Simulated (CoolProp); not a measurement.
Saturated liquid density (kg/m³) of R123: the reference equation beside estimates from Tc = 183.7 °C, pc = 3.662 MPa, ω = 0.282. Rackett uses Z = 0.29056 − 0.08775 ω.

Values from CoolProp's reference Helmholtz-energy equation of state, Younglove 1994. It is a modified Benedict-Webb-Rubin equation, recast in Helmholtz form.

| T (°C) | reference | Rackett | van der Waals | Soave-Redlich-Kwong | Peng-Robinson |
|---|---|---|---|---|---|
| -19.05 | 1572 | 1586 | 935.1 | 1424 | 1604 |
| -6.35 | 1541 | 1555 | 918.6 | 1399 | 1578 |
| 6.45 | 1510 | 1524 | 901.3 | 1372 | 1549 |
| 19.15 | 1479 | 1492 | 883.3 | 1344 | 1519 |
| 31.85 | 1446 | 1459 | 864.6 | 1314 | 1486 |
| 44.55 | 1413 | 1425 | 844.9 | 1281 | 1450 |
| 57.35 | 1377 | 1389 | 823.9 | 1246 | 1411 |
| 70.05 | 1341 | 1351 | 801.9 | 1208 | 1369 |
| 82.75 | 1303 | 1312 | 778.6 | 1166 | 1323 |
| 95.55 | 1262 | 1269 | 753.3 | 1121 | 1272 |
| 108.25 | 1218 | 1224 | 726.2 | 1071 | 1216 |
| 120.95 | 1171 | 1176 | 696.6 | 1016 | 1153 |
| 133.65 | 1118 | 1122 | 663.8 | 953.3 | 1081 |

Absolute difference from the reference over all 13 rows, mean and median: Rackett 0.7 and 0.8 %, van der Waals 40.3 and 40.3 %, Soave-Redlich-Kwong 10.5 and 9.5 %, Peng-Robinson 2.1 and 2.4 %.
